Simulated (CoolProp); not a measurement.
R236FA along the isobar 19.5 bar: Z from the reference equation and from simpler models built on Tc = 398.1 K, pc = 31.91 bar, ω = 0.377; each cubic takes its own stable root.

Values from CoolProp's reference Helmholtz-energy equation of state, Pan 2012.

| T (K) | phase | reference |
|---|---|---|
| 223.7 | liquid | 0.1002 |
| 231.8 | liquid | 0.09807 |
| 239.9 | liquid | 0.09616 |
| 248.1 | liquid | 0.09441 |
| 256.2 | liquid | 0.09287 |
| 264.4 | liquid | 0.09147 |
| 272.5 | liquid | 0.09025 |
| 280.6 | liquid | 0.08919 |
| 288.8 | liquid | 0.08827 |
| 296.9 | liquid | 0.08752 |
| 305.1 | liquid | 0.08692 |
| 313.2 | liquid | 0.08651 |
| 321.3 | liquid | 0.08629 |
| 329.5 | liquid | 0.08628 |
| 337.6 | liquid | 0.08654 |

Task: How far does each simpler model (van der Waals, Redlich-Kwong) lie from the reference over these 15 states: mean and median of the absolute difference, and the worst?

Result: 
- van der Waals: mean 68.6 %, median 68.4 %, worst +69.9 % at 223.7 K and 19.5 bar
- Redlich-Kwong: mean 17.4 %, median 16.6 %, worst +21.7 % at 337.6 K and 19.5 bar
